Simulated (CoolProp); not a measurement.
Properties of ethylene along the isotherm 20.95 °C (Tc = 9.2 °C, pc = 50.42 bar, ω = 0.087).

Computed with CoolProp (reference Helmholtz-energy equation of state, Smukala 2000).

```json
[
 {"p (bar)": "11.5", "phase": "gas", "cp (kJ/(kg K))": "1.653", "speed of sound (m/s)": "314.6"},
 {"p (bar)": "22.9", "phase": "gas", "cp (kJ/(kg K))": "1.868", "speed of sound (m/s)": "298.8"},
 {"p (bar)": "34.4", "phase": "gas", "cp (kJ/(kg K))": "2.252", "speed of sound (m/s)": "281.1"},
 {"p (bar)": "45.8", "phase": "gas", "cp (kJ/(kg K))": "3.122", "speed of sound (m/s)": "261.3"},
 {"p (bar)": "57.3", "phase": "supercritical", "cp (kJ/(kg K))": "6.975", "speed of sound (m/s)": "238.8"},
 {"p (bar)": "68.8", "phase": "supercritical", "cp (kJ/(kg K))": "9.164", "speed of sound (m/s)": "283.5"},
 {"p (bar)": "80.2", "phase": "supercritical", "cp (kJ/(kg K))": "5.278", "speed of sound (m/s)": "370.5"},
 {"p (bar)": "91.7", "phase": "supercritical", "cp (kJ/(kg K))": "4.274", "speed of sound (m/s)": "430.5"},
 {"p (bar)": "103", "phase": "supercritical", "cp (kJ/(kg K))": "3.808", "speed of sound (m/s)": "476.5"},
 {"p (bar)": "115", "phase": "supercritical", "cp (kJ/(kg K))": "3.514", "speed of sound (m/s)": "517.3"},
 {"p (bar)": "126", "phase": "supercritical", "cp (kJ/(kg K))": "3.331", "speed of sound (m/s)": "549.7"}
]
```

The peak of cp marks the crossing from liquid-like to gas-like fluid above the critical point.
